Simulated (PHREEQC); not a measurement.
**Hard or scaling water: an equilibrium model**

Dissolve 0.1 mol CaCl2 and 9.7e-05 mol NaF per kg of water at 20 °C. Closed to the air; pH follows from the charge balance.

All values are PHREEQC results (ion-association model, phreeqc.dat), not measurements.

This is a speciation only: nothing precipitates in the calculation.

### Question
Predict the pH, density, specific conductance.

### Answer
pH 6.96; density 1.007 g/cm³; specific conductance 16400 µS/cm.

Saturation is exceeded, for instance for Fluorite; the values hold only as long as no solid forms. Complexes and solids missing from the database can't appear.
